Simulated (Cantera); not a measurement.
Cantera run:

```python
import numpy as np
import cantera as ct

gas_names = """
    CL CL2 H HCL H2 Si SiCL SiCL2 SiCL3 SiCL4 SiH SiHCL3 SiH2 SiH2CL2 SiH3 SiH3CL SiH4 Si2 Si3
""".split()
cond_names = """
    Si(cr) Si(L)
""".split()


def load(file, names, dense=False):
    # The tables refer to 1 bar. Condensed volumes are neglected.
    table = {s.name: s for s in ct.Species.list_from_file(file)}
    out = []
    for n in names:
        d = dict(table[n].input_data)
        d["thermo"] = dict(d["thermo"], **{"reference-pressure": 1e5})
        if dense:
            d["equation-of-state"] = {"model": "constant-volume", "density": "1e6 g/cm^3"}
        out.append(ct.Species.from_dict(d))
    return out


gas = ct.Solution(thermo="ideal-gas", species=load("nasa_gas.yaml", gas_names))
cond = {s.name: ct.Solution(thermo="fixed-stoichiometry", species=[s], name=s.name)
        for s in load("nasa_condensed.yaml", cond_names, dense=True)}
atoms = {
    'SiH2Cl2': {'Si': 1, 'H': 2, 'CL': 2},
    'Cl2': {'CL': 2},
    'H2': {'H': 2},
}
top_T = {}  # K; cautious upper limits of use, not melting points


def equilibrate(T, P, feed):
    n = {}
    for name, mol in feed.items():
        for a, k in atoms[name].items():
            n[a] = n.get(a, 0.0) + k * mol
    gas.TPX = T, P, n
    mass = sum(n.values()) * gas.mean_molecular_weight
    gas.equilibrate("TP")
    valid = [c for c in cond.values() if c.min_temp <= T <= top_T.get(c.name, c.max_temp)]
    mix = ct.Mixture([(gas, mass / gas.mean_molecular_weight)] + [(c, 0.0) for c in valid])
    mix.T, mix.P = T, P
    mix.equilibrate("TP", solver="vcs", rtol=1e-11, max_steps=5000)
    return mix


results = []
feed = {'SiH2Cl2': 1, 'Cl2': 0.0067, 'H2': 8.6}  # mol
P = 10000  # Pa
for T in [1098, 1148, 1198, 1248, 1298, 1348, 1398, 1448, 1498, 1548, 1598, 1648, 1698]:
    mix = equilibrate(T, P, feed)
    results.append((T, P, feed, dict(zip(mix.species_names, mix.species_moles))))

top = {s: max(r[3][s] / sum(r[3][g] for g in gas_names) for r in results) for s in gas_names}
cols = sorted((s for s in top if top[s] > 1e-05), key=lambda s: -top[s])[:6]
seen = [c for c in cond_names if any(r[3].get(c, 0) > 1e-12 for r in results)]
print("log10 of partial pressures in bar; condensed amounts in mol")
print(f"{'T/K':>10s}" + "".join(f"{s[:9]:>10s}" for s in cols + seen))
for T, P, feed, n in results:
    ng = sum(n[g] for g in gas_names)
    print(f"{T:10.4g}" + "".join(f"{np.log10(max(n[s] / ng * P / 1e5, 1e-99)):10.3f}" for s in cols)
          + "".join(f"{n.get(c, 0):10.4g}" for c in seen))
```

Output:

```
log10 of partial pressures in bar; condensed amounts in mol
       T/K        H2       HCL     SiCL2     SiCL4    SiHCL3     SiCL3    Si(cr)     Si(L)
      1098    -1.036    -2.491    -3.638    -2.534    -2.916    -3.660    0.5276         0
      1148    -1.040    -2.363    -3.344    -2.595    -2.970    -3.491    0.5457         0
      1198    -1.045    -2.254    -3.092    -2.683    -3.044    -3.361    0.5609         0
      1248    -1.050    -2.167    -2.883    -2.809    -3.146    -3.275    0.5706         0
      1298    -1.056    -2.100    -2.718    -2.980    -3.282    -3.237    0.5734         0
      1348    -1.060    -2.053    -2.598    -3.200    -3.453    -3.249    0.5706         0
      1398    -1.063    -2.024    -2.515    -3.463    -3.656    -3.304    0.5649         0
      1448    -1.066    -2.008    -2.462    -3.753    -3.878    -3.390    0.5584         0
      1498    -1.067    -2.000    -2.428    -4.053    -4.107    -3.492    0.5521         0
      1548    -1.067    -1.997    -2.405    -4.352    -4.335    -3.602    0.5463         0
      1598    -1.068    -1.997    -2.389    -4.642    -4.556    -3.712    0.5409         0
      1648    -1.068    -1.998    -2.378    -4.919    -4.767    -3.820    0.5358         0
      1698    -1.068    -1.997    -2.371    -5.182    -4.968    -3.925         0    0.5338
```

Cantera equilibrium calculation (NASA polynomials, part measured and part estimated; ideal gas, pure solids and liquids). The tables' values for SiCl3, SiCl are old estimates; treat these amounts as uncertain. Gases not in the tables: Si2H6 and higher silanes.
